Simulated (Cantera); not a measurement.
Input (Python, Cantera) and output of one run.

```python
import numpy as np
import cantera as ct

gas_names = """
    H H2 H2S Pb PbS Pb2 S SH S2 S8
""".split()
cond_names = """
    Pb(cr) Pb(L) PbS(s) PbS(L) S(cr1) S(cr2) S(L)
""".split()


def load(file, names, dense=False):
    # The tables refer to 1 bar. Condensed volumes are neglected.
    table = {s.name: s for s in ct.Species.list_from_file(file)}
    out = []
    for n in names:
        d = dict(table[n].input_data)
        d["thermo"] = dict(d["thermo"], **{"reference-pressure": 1e5})
        if dense:
            d["equation-of-state"] = {"model": "constant-volume", "density": "1e6 g/cm^3"}
        out.append(ct.Species.from_dict(d))
    return out


gas = ct.Solution(thermo="ideal-gas", species=load("nasa_gas.yaml", gas_names))
cond = {s.name: ct.Solution(thermo="fixed-stoichiometry", species=[s], name=s.name)
        for s in load("nasa_condensed.yaml", cond_names, dense=True)}
atoms = {
    'PbS': {'Pb': 1, 'S': 1},
    'H2': {'H': 2},
}
top_T = {}  # K; cautious upper limits of use, not melting points


def equilibrate(T, P, feed):
    n = {}
    for name, mol in feed.items():
        for a, k in atoms[name].items():
            n[a] = n.get(a, 0.0) + k * mol
    gas.TPX = T, P, n
    mass = sum(n.values()) * gas.mean_molecular_weight
    gas.equilibrate("TP")
    valid = [c for c in cond.values() if c.min_temp <= T <= top_T.get(c.name, c.max_temp)]
    mix = ct.Mixture([(gas, mass / gas.mean_molecular_weight)] + [(c, 0.0) for c in valid])
    mix.T, mix.P = T, P
    mix.equilibrate("TP", solver="vcs", rtol=1e-11, max_steps=5000)
    return mix


results = []
feed = {'PbS': 1, 'H2': 27}  # mol
P = 670  # Pa
for T in [1425, 1500, 1575, 1650, 1725, 1800, 1875, 1950, 2025, 2100]:
    mix = equilibrate(T, P, feed)
    results.append((T, P, feed, dict(zip(mix.species_names, mix.species_moles))))

top = {s: max(r[3][s] / sum(r[3][g] for g in gas_names) for r in results) for s in gas_names}
cols = sorted((s for s in top if top[s] > 1e-05), key=lambda s: -top[s])[:7]
seen = [c for c in cond_names if any(r[3].get(c, 0) > 1e-12 for r in results)]
print("log10 of partial pressures in bar; condensed amounts in mol")
print(f"{'T/K':>10s}" + "".join(f"{s[:9]:>10s}" for s in cols + seen))
for T, P, feed, n in results:
    ng = sum(n[g] for g in gas_names)
    print(f"{T:10.4g}" + "".join(f"{np.log10(max(n[s] / ng * P / 1e5, 1e-99)):10.3f}" for s in cols)
          + "".join(f"{n.get(c, 0):10.4g}" for c in seen))
```

It prints:

```
log10 of partial pressures in bar; condensed amounts in mol
       T/K        H2         H        Pb       PbS       H2S        S2        SH
      1425    -2.197    -6.265    -3.952    -3.895    -4.028    -5.116    -5.583
      1500    -2.197    -5.853    -3.906    -3.942    -4.050    -4.825    -5.302
      1575    -2.198    -5.480    -3.858    -4.002    -4.093    -4.611    -5.072
      1650    -2.198    -5.141    -3.813    -4.077    -4.154    -4.458    -4.884
      1725    -2.199    -4.831    -3.773    -4.166    -4.228    -4.355    -4.731
      1800    -2.200    -4.546    -3.740    -4.265    -4.310    -4.289    -4.605
      1875    -2.202    -4.285    -3.714    -4.374    -4.400    -4.252    -4.502
      1950    -2.205    -4.043    -3.695    -4.491    -4.494    -4.242    -4.419
      2025    -2.210    -3.821    -3.681    -4.615    -4.596    -4.255    -4.355
      2100    -2.217    -3.615    -3.672    -4.748    -4.705    -4.293    -4.309
```

Cantera equilibrium calculation (NASA polynomials, part measured and part estimated; ideal gas, pure solids and liquids).
